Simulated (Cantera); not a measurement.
Cantera run, input and output.

```python
import numpy as np
import cantera as ct

gas = ct.Solution("gri30.yaml")
gas.TPX = 348, 250000, {'CO': 1, 'H2': 0.33, 'CH4': 0.15, 'O2': 1.56, 'N2': 5.85}
inlet = ct.Reservoir(gas, clone=True)
gas.equilibrate("HP")  # start burning
reactor = ct.IdealGasConstPressureReactor(gas, energy="on", clone=False)
exhaust = ct.Reservoir(gas, clone=True)
tau = [0.078, 0.028, 0.01, 0.0037, 0.0014, 0.00049, 0.00018, 6.5e-05, 2.4e-05, 8.5e-06, 3.1e-06][0]
for a, b in ((inlet, reactor), (reactor, exhaust)):
    ct.MassFlowController(a, b, mdot=lambda t: reactor.mass / tau)
net = ct.ReactorNet([reactor])
show = ['CO', 'H2', 'CH4', 'N2O', 'HCN', 'H2O']

rows = []
print(f"{'tau/s':>10s}{'T/K':>9s}" + "".join(f"{s:>11s}" for s in show))
for tau in [0.078, 0.028, 0.01, 0.0037, 0.0014, 0.00049, 0.00018, 6.5e-05, 2.4e-05, 8.5e-06, 3.1e-06]:
    net.initial_time = 0.0
    net.advance(30 * tau)
    before = gas.X
    net.advance(40 * tau)
    drift = np.max(np.abs(gas.X - before) / (gas.X + 1e-9))
    rows.append([gas.T, *gas[show].X, drift])
    print(f"{tau:10.3e}{gas.T:9.1f}" + "".join(f"{x:11.3e}" for x in gas[show].X))
```

It prints:

```
     tau/s      T/K         CO         H2        CH4        N2O        HCN        H2O
 7.800e-02   1932.2  7.994e-04  8.050e-05  1.459e-06  5.963e-07  4.288e-09  7.585e-02
 2.800e-02   1925.0  1.461e-03  1.418e-04  2.930e-06  8.750e-07  4.376e-09  7.556e-02
 1.000e-02   1911.3  2.762e-03  2.636e-04  5.672e-06  1.163e-06  4.642e-09  7.507e-02
 3.700e-03   1887.5  5.074e-03  4.792e-04  1.069e-05  1.269e-06  5.201e-09  7.434e-02
 1.400e-03   1848.1  8.974e-03  8.339e-04  2.037e-05  1.173e-06  6.480e-09  7.327e-02
 4.900e-04   1777.5  1.614e-02  1.433e-03  4.418e-05  9.712e-07  9.307e-09  7.162e-02
 1.800e-04   1662.1  2.877e-02  2.259e-03  1.133e-04  7.699e-07  1.326e-08  6.954e-02
 6.500e-05    348.0  1.125e-01  3.712e-02  1.687e-02 -1.240e-21 -7.124e-23 -2.688e-16
 2.400e-05    348.0  1.125e-01  3.712e-02  1.687e-02 -2.177e-24 -1.250e-25 -4.718e-19
 8.500e-06    348.0  1.125e-01  3.712e-02  1.687e-02 -1.375e-25 -7.898e-27 -2.980e-20
 3.100e-06    348.0  1.125e-01  3.712e-02  1.687e-02 -8.686e-27 -4.989e-28 -1.882e-21
```

Computed with Cantera and GRI-Mech 3.0 (53 species, 325 reactions).
